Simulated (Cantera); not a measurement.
Charge: 1 mol HgO, 0.097 mol H2, 0.11 mol N2, equilibrated at 0.840 bar.

Cantera equilibrium calculation (NASA polynomials, part measured and part estimated; ideal gas, pure solids and liquids). Candidate condensed phases: H2O, Hg, HgO; 25 gas species. The numbers say what is thermodynamically allowed, not how fast it happens.

### Question
At 925 K, list the 4 most abundant gas species with their mole fractions, and the condensed phases.

### Answer
Hg 0.603, O2 0.272, N2 0.0663, H2O 0.0585. Condensed: gas only.
